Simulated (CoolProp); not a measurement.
Aqueous potassium formate as a coolant, 44 % by mass, freezing at -42.0 °C, 1 atm.

Computed with CoolProp (Melinder's fits for secondary coolants).

```tsv
T (°C)	cp (kJ/(kg K))	conductivity (W/(m K))	Prandtl number	density (kg/m³)
-14.2	2.724	…	33.6	1307
-7.9	2.735	0.474	26.5	1304
-1.6	2.746	0.481	…	1302
4.6	2.756	…	17.9	1300
10.9	2.768	0.495	15.2	1297
17.2	2.779	0.503	13.1	1294
23.5	2.791	0.510	…	1291
29.8	2.803	0.517	10.0	…
36.1	2.815	0.524	8.88	1285
```

Question: Complete the blanks.

Answer: 
- -14.2, conductivity (W/(m K)): 0.467
- -1.6, Prandtl number: 21.5
- 4.6, conductivity (W/(m K)): 0.488
- 23.5, Prandtl number: 11.4
- 29.8, density (kg/m³): 1288
